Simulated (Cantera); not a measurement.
Feed: 1 mol CaO, 7 mol HBr, 1.2 mol H₂, at 1002 °C and 10.0 mbar.

Equilibrium computed with Cantera from the NASA thermochemical tables; the gas is ideal and each condensed phase is pure. Candidate condensed phases: Br₂, Ca, CaBr₂, CaO, Ca(OH)₂, H₂O; 19 gas species. Rates play no part.

Base state: HBr 0.670, H₂ 0.163, H₂O 0.135, CaBr₂ 0.0282, Br 0.00334, Br₂ 2.06e-5 (mole fractions); condensed: CaBr₂(l).

Task: What changes in the equilibrium state with this change: pressure from 10.0 mbar to 0.160 bar?

Result: 
| species | before | after |
|---|---|---|
| HBr | 0.670 | 0.692 |
| H₂ | 0.163 | 0.167 |
| H₂O | 0.135 | 0.139 |
| CaBr₂ | 0.0282 | 0.00176 |
| Br | 0.00334 | 0.000853 |
| Br₂ | 2.06e-5 | 2.15e-5 |
| CaBr₂(l), mol | 0.791 | 0.987 |

Task: What changes in the equilibrium state with this change: temperature from 1002 °C to 1527 °C?

Result: 
```
species         before    after
-------------  -------  -------
HBr              0.670    0.434
H₂               0.163    0.203
Br             0.00334    0.134
CaBr₂           0.0282    0.114
H₂O              0.135    0.114
OH             2.86e-8  5.96e-5
H              2.98e-6  0.00161
CaBr₂(l), mol    0.791        0
```
